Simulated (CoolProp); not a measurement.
Vapour-liquid equilibrium of isobutene (1) + acetone (2) at 0.0666 bar; x and y are mole fractions of (1).

Values from CoolProp's multi-fluid Helmholtz-energy mixture model, Lemmon 2005 and Lemmon 2006; pair parameters Bell 2016.

Q: Give the bubble temperature and the first vapour's composition at x = 0.2, 0.35, 0.8. Is there an azeotrope?

A: x = 0.2: 219.3 K, y = 0.971; x = 0.35: 215.4 K, y = 0.981; x = 0.8: 214.3 K, y = 0.984. No azeotrope shows between x = 0.05 and 0.95.

The pair parameters rest on a limited set of measurements; away from them the model extrapolates. With so large a gap from Raoult's law the liquid may split in two, which this calculation doesn't test in full.
